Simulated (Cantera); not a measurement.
Input: 1 mol Si3N4, 0.051 mol C, 1.5 mol N2, equilibrated at 2552 °C and 3.90 Pa.

Equilibrium computed with Cantera from the NASA thermochemical tables; the gas is ideal and each condensed phase is pure. Candidate condensed phases: C, Si, SiC, Si3N4; 20 gas species. The tables' values for SiN are old estimates; treat these amounts as uncertain. Kinetics and transport are ignored.

Base state: N2 0.533, Si 0.458, C 0.00466, CN 0.00275, N 0.000492, SiN 0.000137, SiC2 0.000119, C2 4.76e-5 (mole fractions); condensed: gas only.

Q: What changes in the equilibrium state with this change: 0.11 mol CO2 added?

A: 
```csv
species,before,after
N2,0.533,0.525
Si,0.458,0.441
CO,0,0.0241
SiO,0,0.00888
SiC2,0.000119,1.96e-9
C2,4.76e-5,<1e-9
C3,1.02e-5,<1e-9
```
Further candidate phases: SiO2, Si2N2O.

Q: What changes in the equilibrium state with this change: 0.0017 mol CH4 added?

A: 
| species | before | after |
|---|---|---|
| N2 | 0.533 | 0.533 |
| Si | 0.458 | 0.458 |
| C | 0.00466 | 0.00480 |
| H | 0 | 0.00104 |
| C3 | 1.02e-5 | 1.12e-5 |
| C2 | 4.76e-5 | 5.06e-5 |
| SiC2 | 0.000119 | 0.000126 |
| CN | 0.00275 | 0.00284 |
Further candidate phases: C6H6, C7H8, C8H18.

Q: What changes in the equilibrium state with this change: temperature from 2552 °C to 2127 °C?

A: 
| species | before | after |
|---|---|---|
| N2 | 0.533 | 0.538 |
| Si | 0.458 | 0.457 |
| SiC2 | 0.000119 | 0.00310 |
| C | 0.00466 | 0.000191 |
| Si2C | 2.67e-6 | 0.000410 |
| N | 0.000492 | 1.31e-5 |
| Si2 | 8.18e-6 | 8.56e-5 |
| C2 | 4.76e-5 | 8.03e-6 |
